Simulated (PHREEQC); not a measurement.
0.062 g of hydrous ferric oxide (600 m²/g; 0.2 weak and 0.005 strong sites per Fe, Dzombak-Morel constants, diffuse double layer) in 1 kg of water with 0.05 mol/kgw of an inert sodium salt and 1.2e-05 mol ZnCl2 and 0.00021 mol PbCl2, at 25 °C; the pH is set by adding NaOH or the inert anion's acid. Oxygen is held at 0.21 atm. CO2 from the air is kept out. No solid was allowed to form.

All values are PHREEQC results (ion-association model, wateq4f.dat), not measurements.

```tsv
pH	Zn sorbed (%)	Pb sorbed (%)	surface charge σ (C/m²)
3	0.0	0.3	0.357
3.5	0.0	1.1	___
4	0.0	1.6	0.296
4.5	0.0	2.0	0.241
5	0.0	4.5	0.187
5.5	0.1	14.6	0.155
6	0.2	29.3	0.156
6.5	0.4	39.8	0.165
7.5	0.6	47.4	___
8	___	46.8	0.148
8.5	1.6	___	0.118
9	___	___	0.087
9.5	0.7	39.4	0.061
10	0.4	37.5	0.039
10.5	0.2	35.7	___
11	0.3	33.9	0.001
```

Q: Some entries are withheld; supply them.

A: 
- 3.5, surface charge σ (C/m²): 0.336
- 7.5, surface charge σ (C/m²): 0.163
- 8, Zn sorbed (%): 0.9
- 8.5, Pb sorbed (%): 44.4
- 9, Zn sorbed (%): 1.4
- 9, Pb sorbed (%): 41.7
- 10.5, surface charge σ (C/m²): 0.020

Along this series the solution becomes supersaturated in solids that the run did not let form, among them Litharge. The oxide is taken as insoluble; below pH 4 it would dissolve.
